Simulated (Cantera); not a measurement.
A perfectly stirred reactor is fed with 15.4 % CH₃OH, 17.7 % O₂, 66.7 % N₂, 0.323 % H₂O, at 14.0 bar; it is adiabatic with a 700 K inlet, and is followed from long to short residence time, starting on the burning branch (τ in s: 0.15, 0.063, 0.027, 0.011, 0.0048, 0.002, 0.00087, 0.00037, 0.00016, 6.6e-05, 2.8e-05, 1.2e-05, 5.1e-06).

Detailed kinetics in Cantera: GRI-Mech 3.0 (53 species, 325 reactions). GRI-Mech 3.0 was tuned for natural gas; its chemistry of methanol as a main component is partial and can be far from experiment. The pressure lies above the range GRI-Mech 3.0 was tuned for (to about 10 atm).

One state of this run: T (K) = 2365; x CH₃OH = 2.60e-7; x O₂ = 4.65e-5; x CH₂CO = 5.00e-9; x N₂O = 3.59e-8; x NO = 0.000193; x C₂H₂ = 1.65e-9. x: mole fraction; the columns are a selection and need not sum to one.

**Question.** Which value of τ (s) does it belong to?
(A) 0.063
(B) 0.00016
(C) 0.0048
(D) 6.6e-5

**Answer.** A, 0.063
